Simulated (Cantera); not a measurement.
Charge: 1 mol PbO, 2.2 mol CO, 6.4 mol H2, equilibrated at 1.00 bar.

Cantera equilibrium calculation (NASA polynomials, part measured and part estimated; ideal gas, pure solids and liquids). Candidate condensed phases: C, C6H6, C7H8, C8H18, H2O, Pb, PbO, PbO2, Pb3O4; 113 gas species. Equilibrium is a limit: real reactors are often held back by kinetics, nucleation or transport. All values below are at 1950 K.

Base state: H2 0.570, CO 0.221, Pb 0.104, H2O 0.0956, CO2 0.00841, H 0.000866, PbO 6.55e-5, Pb2 5.80e-5 (mole fractions); condensed: gas only.

Question: What changes in the equilibrium state with this change: pressure from 1.00 bar to 0.130 bar?

Answer: 
```tsv
species	before	after
H2	0.570	0.569
CO	0.221	0.220
Pb	0.104	0.104
H	0.000866	0.00240
H2O	0.0956	0.0955
Pb2	5.80e-5	7.55e-6
OH	1.32e-5	3.66e-5
PbO	6.55e-5	6.56e-5
```
